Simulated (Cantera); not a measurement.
# Pyrogenic steam for wet oxidation

A perfectly stirred reactor is fed with 21.1 % H₂, 26.3 % O₂, 52.6 % N₂, equivalence ratio 0.40, at 0.110 bar; it is held at 875 K, and followed from long to short residence time.

Model: the H2/O2 subset of GRI-Mech 3.0, which has no nitrogen chemistry, integrated in Cantera. Radical loss at walls, strong at low pressure, is not modelled. Below about 950 K walls govern HO2 and H2O2 in real vessels. The temperature is held fixed by assumption; the heat of reaction is taken as removed at once.

```tsv
τ (s)	x H₂	x O₂	x H₂O	x H₂O₂	x OH
1.4	0.0140	0.182	0.220	2.85e-5	8.45e-6
0.56	0.0159	0.183	0.218	1.39e-5	1.86e-5
0.23	0.0192	0.184	0.214	7.29e-6	3.69e-5
0.097	0.0243	0.186	0.208	4.13e-6	6.74e-5
0.040	0.0322	0.190	0.199	2.48e-6	0.000119
0.017	0.0430	0.194	0.187	1.70e-6	0.000196
0.0069	0.0589	0.200	0.168	1.32e-6	0.000319
```
x: mole fraction; the columns are a selection and need not sum to one.
